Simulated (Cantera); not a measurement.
Cantera with NASA thermochemical tables; ideal gases at 1 bar, condensed phases pure. Values are per mole of reaction as written; species without (g) are pure solids or liquids, kept so even where they would boil at 1 bar.

### Question
Between 300 and 1498 K, where is each reaction favourable under standard conditions?
- 2 NH3(g) + 3 Ba + 6 O(g) = N2(g) + 3 Ba(OH)2

### Answer
- 2 NH3(g) + 3 Ba + 6 O(g) = N2(g) + 3 Ba(OH)2: ΔG° is -3934 kJ at 300 K and -2854 kJ at 1498 K; it stays negative (K > 1). ΔH° is -4107 kJ and ΔS° -836 J/K at 1498 K.
